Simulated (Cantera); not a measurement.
Charge: 1 mol CuO, 23 mol H2, 25 mol N2, held at 1598.15 K.

Equilibrium computed with Cantera from the NASA thermochemical tables; the gas is ideal and each condensed phase is pure. Candidate condensed phases: Cu, CuO, Cu(OH)2, Cu2O, H2O; 27 gas species. Rates play no part.

Problem. Which condensed phases are stable at each of these points (P (Pa)): 10, 42, 180, 750, 3200, 13000, 56000, 240000, 1000000?

Solution. 
```csv
P (Pa),condensed phases,Cu condensed (%)
10,gas only,0.0
42,gas only,0.0
180,gas only,0.0
750,Cu(l),75.1
3200,Cu(l),94.2
13000,Cu(l),98.6
56000,Cu(l),99.7
240000,Cu(l),99.9
1000000,Cu(l),100.0
```

From 0.000100 bar to 0.00180 bar nothing is condensed. From 0.00750 bar to 10.0 bar the condensed part is Cu(l).
